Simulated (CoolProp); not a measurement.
R245fa along the isotherm 440 K: fugacity coefficient from the reference equation and from simpler models built on Tc = 427.0 K, pc = 3.651 MPa, ω = 0.378; each cubic takes its own stable root.

Computed with CoolProp (reference Helmholtz-energy equation of state, Akasaka 2015).

| p (MPa) | phase | reference |
|---|---|---|
| 0.115 | gas | 0.9907 |
| 0.187 | gas | 0.9848 |
| 0.301 | gas | 0.9756 |
| 0.487 | gas | 0.9606 |
| 0.787 | gas | 0.9366 |
| 1.27 | gas | 0.8981 |
| 2.05 | gas | 0.8364 |
| 3.32 | gas | 0.7353 |
| 5.36 | supercritical | 0.5588 |
| 8.66 | supercritical | 0.4003 |
| 14 | supercritical | 0.3049 |
| 22.6 | supercritical | 0.2569 |
| 36.5 | supercritical | 0.2526 |

### Question
How far does each simpler model (Redlich-Kwong, Soave-Redlich-Kwong, Peng-Robinson) lie from the reference over these 13 states: mean and median of the absolute difference, and the worst?

### Answer
- Redlich-Kwong: mean 2.0 %, median 0.8 %, worst +9.7 % at 440 K and 36.5 MPa
- Soave-Redlich-Kwong: mean 3.1 %, median 0.3 %, worst +14.3 % at 440 K and 36.5 MPa
- Peng-Robinson: mean 1.5 %, median 1.3 %, worst -3.3 % at 440 K and 3.32 MPa
